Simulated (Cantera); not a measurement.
# Gas activation for diamond growth

A perfectly stirred reactor is fed with CH4 : H2 : O2 = 0.0028 : 1 : 0.011 (molar parts), at 20.0 Torr; it is held at 2675 K, and followed from long to short residence time.

Computed with Cantera and GRI-Mech 3.0 (53 species, 325 reactions). Radical loss at walls, strong at low pressure, is not modelled.

```tsv
τ (s)	x CH4	x H2	x O2	x O	x C2H6	x CO	x C2H
8.4	1.35e-9	0.714	2.75e-6	0.000328	<1e-12	0.00240	<1e-12
3.2	3.74e-9	0.718	2.67e-6	0.000317	<1e-12	0.00240	<1e-12
1.2	1.16e-8	0.728	2.47e-6	0.000290	<1e-12	0.00241	1.09e-12
0.46	4.43e-8	0.750	2.08e-6	0.000234	<1e-12	0.00245	1.10e-11
0.17	3.13e-7	0.796	1.63e-6	0.000139	<1e-12	0.00251	2.44e-10
0.066	4.28e-6	0.858	2.41e-6	5.54e-5	<1e-12	0.00258	9.79e-9
0.025	5.53e-5	0.905	8.89e-6	1.94e-5	6.47e-11	0.00245	2.73e-7
0.0094	0.000246	0.925	3.28e-5	1.04e-5	9.79e-10	0.00173	1.28e-6
```
x: mole fraction; the columns are a selection and need not sum to one.
